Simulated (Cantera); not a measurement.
A perfectly stirred reactor is fed with 1.35 % C2H6, 98.6 % N2, at 2670 Pa; it is held at 1850 K, and followed from long to short residence time.

Model: GRI-Mech 3.0 (53 species, 325 reactions), integrated in Cantera. GRI-Mech 3.0 stops at C3 and has no aromatics, soot or wall deposition, so with more carbon than oxygen in the feed, carbon stays in small species such as C2H2 where larger ones or solid carbon would form. Radical loss at walls, strong at low pressure, is not modelled.

Question: Predict: x(C2H6) at τ = 30.0 s; x(CH3) at τ = 30.0 s; x(H) at τ = 30.0 s; x(H2) at τ = 30.0 s; x(CH4) at τ = 30.0 s; x(C2H6) at τ = 54.0 ms; x(CH3) at τ = 54.0 ms; x(H) at τ = 54.0 ms; x(H2) at τ = 54.0 ms; x(CH4) at τ = 54.0 ms.

Answer: 
```
Property                   Value
----------------------  --------
x(C2H6) at τ = 30.0 s    6.26e-8
x(CH3) at τ = 30.0 s     2.71e-5
x(H) at τ = 30.0 s      0.000510
x(H2) at τ = 30.0 s       0.0259
x(CH4) at τ = 30.0 s     6.85e-5
x(C2H6) at τ = 54.0 ms   3.18e-5
x(CH3) at τ = 54.0 ms   0.000707
x(H) at τ = 54.0 ms     0.000676
x(H2) at τ = 54.0 ms      0.0233
x(CH4) at τ = 54.0 ms    0.00118
```
